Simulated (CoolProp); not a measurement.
Vapour-liquid equilibrium of propylene (1) + R115 (2) at 5.15 °C; x and y are mole fractions of (1).

Values from CoolProp's multi-fluid Helmholtz-energy mixture model, Lemmon 2013 and Lemmon 2016; pair parameters Bell 2016.

| x | bubble pressure, mixture model (kPa) | bubble pressure, Raoult's law (kPa) | y, mixture model | y, Raoult's law |
|---|---|---|---|---|
| 0.05 | 550.1 | 525.0 | 0.098 | 0.065 |
| 0.125 | 595.4 | 537.2 | 0.219 | 0.158 |
| 0.2 | 634.7 | 549.3 | 0.316 | 0.247 |
| 0.275 | 667.6 | 561.5 | 0.396 | 0.333 |
| 0.35 | 694.3 | 573.7 | 0.463 | 0.414 |
| 0.425 | 715.1 | 585.8 | 0.521 | 0.493 |
| 0.5 | 730.5 | 598.0 | 0.572 | 0.568 |
| 0.575 | 740.9 | 610.2 | 0.620 | 0.640 |
| 0.65 | 746.7 | 622.3 | 0.667 | 0.709 |
| 0.725 | 747.4 | 634.5 | 0.716 | 0.776 |
| 0.8 | 742.3 | 646.7 | 0.771 | 0.840 |
| 0.875 | 729.2 | 658.8 | 0.837 | 0.902 |
| 0.95 | 704.7 | 671.0 | 0.923 | 0.961 |

The largest gap from Raoult's law is +22.2 % in bubble pressure, at x = 0.5. y crosses x between x = 0.65 and 0.725: the model has an azeotrope there.

The pair parameters rest on a limited set of measurements; away from them the model extrapolates.
